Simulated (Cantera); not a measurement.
Input: 1 mol SiHCl₃, 1.8 mol N₂, 11 mol H₂, 7 mol NH₃.

Cantera equilibrium calculation (NASA polynomials, part measured and part estimated; ideal gas, pure solids and liquids). Candidate condensed phases: NH₄Cl, Si, Si₃N₄; 28 gas species. The tables' values for SiCl₃ are old estimates. Equilibrium is a limit: real reactors are often held back by kinetics, nucleation or transport.

Task: What condenses at these points (T in K, P in Pa): (2000, 140); (1800, 11000); (1600, 15); (1200, 3700); (1000, 1200)?

Result: 
| T (K) | P in Pa | condensed phases | Si condensed (%) |
|---|---|---|---|
| 2000 | 140 | gas only | 0.0 |
| 1800 | 11000 | Si₃N₄ | 58.0 |
| 1600 | 15 | Si | 40.9 |
| 1200 | 3700 | Si₃N₄ | 99.8 |
| 1000 | 1200 | Si₃N₄ | 99.8 |
